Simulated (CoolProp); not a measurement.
Vapour-liquid equilibrium of dimethyl ether (1) + n-pentane (2) at 0.0826 MPa; x and y are mole fractions of (1).

Values from CoolProp's multi-fluid Helmholtz-energy mixture model, Wu 2011 and Thol 2019; pair parameters Bell 2016.

**Question.** Give the bubble temperature and the first vapour's composition at x = 0.45, 0.65, 0.85. Is there an azeotrope?

**Answer.** x = 0.45: 255.3 K, y = 0.937; x = 0.65: 249.1 K, y = 0.968; x = 0.85: 246.2 K, y = 0.982. No azeotrope shows between x = 0.05 and 0.95.

The pair parameters rest on a limited set of measurements; away from them the model extrapolates. The gap from Raoult's law changes sign with composition, which may be real or a fault of the pair parameters; it wasn't checked against measurements.
